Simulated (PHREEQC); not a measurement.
Dissolve 7.4 mol/kgw KOH and 0.027 mol/kgw NaHCO3 at 25 °C. Closed to the air; pH follows from the charge balance.

Model: Pitzer model, pitzer.dat, run in PHREEQC.

* **pH**: 16.05
* **ionic strength**: 7.45 mol/kgw
* **activity of water**: 0.595
* **density**: 1.236 g/cm³
* **osmotic coefficient**: 1.945
* **total alkalinity**: 7430 meq/kg

```csv
species,molality,activity,log γ
K+,7.40,9.44,0.106
OH-,7.37,67.5,0.962
CO3-2,0.0270,0.0438,0.210
Na+,0.0270,0.0144,-0.273
HCO3-,8.63e-8,8.52e-8,-0.005
```

Precipitation was switched off in this run. Complexes and solids missing from the database can't appear. In brines, pH and single-ion activities rest on the MacInnes convention.
